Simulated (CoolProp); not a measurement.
Vapour-liquid equilibrium of R134a (1) + dimethyl ether (2) at 230.8 K; x and y are mole fractions of (1).

Values from CoolProp's multi-fluid Helmholtz-energy mixture model, Tillner-Roth 1994 and Wu 2011; pair parameters Bell 2016.

| x | bubble pressure, mixture model (MPa) | bubble pressure, Raoult's law (MPa) | y, mixture model | y, Raoult's law |
|---|---|---|---|---|
| 0.05 | 0.04333 | 0.04413 | 0.035 | 0.051 |
| 0.2 | 0.04151 | 0.04430 | 0.169 | 0.204 |
| 0.35 | 0.04056 | 0.04447 | 0.336 | 0.356 |
| 0.5 | 0.04057 | 0.04464 | 0.515 | 0.506 |
| 0.65 | 0.04139 | 0.04480 | 0.686 | 0.656 |
| 0.8 | 0.04281 | 0.04497 | 0.837 | 0.804 |
| 0.95 | 0.04457 | 0.04514 | 0.963 | 0.951 |

The largest gap from Raoult's law is -9.1 % in bubble pressure, at x = 0.5. y crosses x between x = 0.35 and 0.5: the model has an azeotrope there.

Pair parameters are fitted to limited data, so mixtures are less certain than the pure fluids.
